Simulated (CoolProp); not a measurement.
Vapour-liquid equilibrium of acetone (1) + water (2) at 0.391 MPa; x and y are mole fractions of (1).

The numbers come from the multi-fluid Helmholtz-energy mixture model, Lemmon 2006 and Wagner 2002; pair parameters Bell 2016 in CoolProp.

```
x     bubble temperature, mixture model (°C)  bubble temperature, Raoult's law (°C)  y, mixture model  y, Raoult's law
----  --------------------------------------  -------------------------------------  ----------------  ---------------
0.05                                   131.2                                  140.1             0.308            0.120
0.2                                    114.1                                  132.4             0.629            0.407
0.35                                   109.4                                  125.3             0.701            0.610
0.5                                    107.3                                  118.9             0.739            0.754
0.65                                   105.5                                  113.2             0.785            0.857
0.8                                    103.7                                  108.0             0.856            0.931
0.95                                   102.3                                  103.4             0.958            0.985
```

The largest gap from Raoult's law is -18.3 K in bubble temperature, at x = 0.2. No azeotrope shows between x = 0.05 and 0.95.

Pair parameters are fitted to limited data, so mixtures are less certain than the pure fluids. With so large a gap from Raoult's law the liquid may split in two, which this calculation doesn't test in full.
